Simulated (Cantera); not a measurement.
A closed system holds: 1 mol SiCl4, 0.011 mol C2H2, 1500 mol H2, held at 1825 K and 230 Pa.

These are equilibrium values from Cantera (NASA tables, ideal gas, pure condensed phases), not measurements of a reactor. Candidate condensed phases: C, C6H6, C7H8, C8H18, Si, SiC; 109 gas species. Gases not in the tables: Si2H6 and higher silanes. Rates play no part.

Base state: H2 0.988, H 0.00913, HCl 0.00261, Si 0.000590, SiH 2.99e-5, Cl 1.84e-5, SiH2 1.05e-5 (mole fractions); condensed: SiC(s).

Problem. What changes in the equilibrium state with this change: temperature from 1825 K to 2075 K?

Solution. 
| species | before | after |
|---|---|---|
| H2 | 0.988 | 0.943 |
| H | 0.00913 | 0.0539 |
| HCl | 0.00261 | 0.00248 |
| Si | 0.000590 | 0.000626 |
| Cl | 1.84e-5 | 0.000105 |
| SiH2 | 1.05e-5 | 2.13e-6 |
| SiH | 2.99e-5 | 1.67e-5 |
| SiC(s), mol | 0.00548 | 0 |
